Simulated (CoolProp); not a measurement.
Vapour-liquid equilibrium of m-xylene (1) + n-nonane (2) at 0.145 MPa; x and y are mole fractions of (1).

Values from CoolProp's multi-fluid Helmholtz-energy mixture model, Zhou 2012 and Lemmon 2006; pair parameters Bell 2016.

### Question
Give the bubble temperature and the first vapour's composition at x = 0.275, 0.575, 0.8. Is there an azeotrope?

### Answer
x = 0.275: 431.7 K, y = 0.362; x = 0.575: 427.9 K, y = 0.633; x = 0.8: 426.4 K, y = 0.817. No azeotrope shows between x = 0.05 and 0.95.

The pair parameters rest on a limited set of measurements; away from them the model extrapolates.
